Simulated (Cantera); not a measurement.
An isothermal, constant-pressure homogeneous reactor starts with 50.5 % CH₄, 49.5 % CO₂, at 1750 K and 78000 Pa.

Detailed kinetics in Cantera: GRI-Mech 3.0 (53 species, 325 reactions).

Q: Predict: x(CH₄) at 30.0 s; x(CO₂) at 30.0 s; x(H₂) at 30.0 s; x(C₂H₆) at 30.0 s.

A: 
```json
{
  "x(CH₄) at 30.0 s": "0.00132 (gas-phase equilibrium 0.00104)",
  "x(CO₂) at 30.0 s": "0.000467 (gas-phase equilibrium 3.28e-6)",
  "x(H₂) at 30.0 s": "0.499 (gas-phase equilibrium 0.501)",
  "x(C₂H₆) at 30.0 s": "2.65e-8 (gas-phase equilibrium 1.71e-8)"
}
```
